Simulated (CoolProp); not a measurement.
A single-stage vapour-compression cycle with hydrogen chloride: evaporating at 252.15 K (dew point), condensing at 281.15 K (bubble point), superheat 0 K, subcooling 5 K, compressor efficiency 0.75, no pressure losses. Each further row changes one setting.

Model: reference Helmholtz-energy equation of state, Thol 2018, in CoolProp.

```csv
case,cooling COP,pressure ratio,discharge temperature (K),refrigerating effect (kJ/kg),volumetric capacity (kJ/m³)
as stated,5.49,2.21,326.5,309,9290
evaporating temperature 257.15 K,6.91,1.91,316.5,309,[?]
condensing temperature 276.15 K,6.85,1.95,[?],319,9590
subcooling 10 K,5.67,2.21,326.5,319,9590
superheat 10 K,5.32,2.21,341.6,321,[?]
compressor efficiency 0.65,[?],2.21,334.3,309,9290
```

Problem. What belongs in the gaps?

Solution. 
- evaporating temperature 257.15 K, volumetric capacity (kJ/m³): 10800
- condensing temperature 276.15 K, discharge temperature (K): 313.3
- superheat 10 K, volumetric capacity (kJ/m³): 9010
- compressor efficiency 0.65, cooling COP: 4.75
